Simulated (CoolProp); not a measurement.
Dimethyl carbonate along the isotherm 409.3 K: Z from the reference equation and from simpler models built on Tc = 557.0 K, pc = 4909 kPa, ω = 0.346; each cubic takes its own stable root.

Computed with CoolProp (reference Helmholtz-energy equation of state, Zhou 2011).

```csv
p (kPa),phase,reference,Redlich-Kwong,Soave-Redlich-Kwong,Peng-Robinson
460,liquid,0.01345,0.9191,0.01511,0.01333
920,liquid,0.02687,0.03200,0.03016,0.02663
1380,liquid,0.04025,0.04786,0.04515,0.03988
1840,liquid,0.05361,0.06363,0.06010,0.05309
2300,liquid,0.06694,0.07931,0.07499,0.06626
2760,liquid,0.08024,0.09492,0.08983,0.07939
3220,liquid,0.09351,0.1104,0.1046,0.09248
3680,liquid,0.1068,0.1259,0.1194,0.1055
4140,liquid,0.1200,0.1413,0.1341,0.1186
4600,liquid,0.1332,0.1566,0.1487,0.1316
5060,liquid,0.1463,0.1718,0.1633,0.1445
5520,liquid,0.1595,0.1870,0.1779,0.1574
5980,liquid,0.1726,0.2021,0.1924,0.1703
6440,liquid,0.1857,0.2172,0.2069,0.1832
6900,liquid,0.1987,0.2322,0.2214,0.1960
7360,liquid,0.2118,0.2471,0.2358,0.2088
```

At some of these states Redlich-Kwong gives the other phase, because its saturation line lies elsewhere.
